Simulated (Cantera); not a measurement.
An isothermal plug-flow reactor at 498 K and 2.07 atm (inlet), inlet velocity 3.3 m/s, active area per volume 230 1/m; feed 0.329 % H2, 14.8 % O2, 83.8 % N2, 1.05 % H2O, equivalence ratio 0.011.

Detailed kinetics in Cantera: Deutschmann's 1995 Pt surface mechanism with GRI-Mech 3.0 gas chemistry. Catalytic surfaces can have several steady states; this one follows from the mechanism file's or the stated starting coverage. Mass transfer to the wall is taken as infinitely fast.

Q: Predict: x(H2) at z = 0.005 m; x(O2) at z = 0.005 m; x(H2O) at z = 0.005 m; θ(free Pt) at the exit; θ(O*) at the exit; θ(OH*) at the exit.

A: 
```json
{
 "x(H2) at z = 0.005 m": "0.00252",
 "x(O2) at z = 0.005 m": "0.148",
 "x(H2O) at z = 0.005 m": "0.0113",
 "θ(free Pt) at the exit": "0.0249",
 "θ(O*) at the exit": "0.943",
 "θ(OH*) at the exit": "0.0321"
}
```
